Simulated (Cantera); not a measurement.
An isothermal, constant-pressure homogeneous reactor starts with 59.2 % CH4, 40.2 % CO2, 0.586 % H2O, at 1250 K and 17.8 atm.

Cantera simulation using GRI-Mech 3.0 (53 species, 325 reactions); the numbers are that mechanism's predictions, not measurements. The pressure lies above the range GRI-Mech 3.0 was tuned for (to about 10 atm).

Task: Predict: x(CH4) at 6.00 s; x(CO2) at 6.00 s; x(H) at 6.00 s; x(CH3) at 6.00 s; x(H2O) at 6.00 s.

Result: 
```
Quantity                                           Result
----------------  ---------------------------------------
x(CH4) at 6.00 s      0.548 (gas-phase equilibrium 0.127)
x(CO2) at 6.00 s    0.389 (gas-phase equilibrium 0.00865)
x(H) at 6.00 s    6.32e-9 (gas-phase equilibrium 7.40e-8)
x(CH3) at 6.00 s  2.28e-6 (gas-phase equilibrium 4.37e-7)
x(H2O) at 6.00 s    0.0116 (gas-phase equilibrium 0.0129)
```
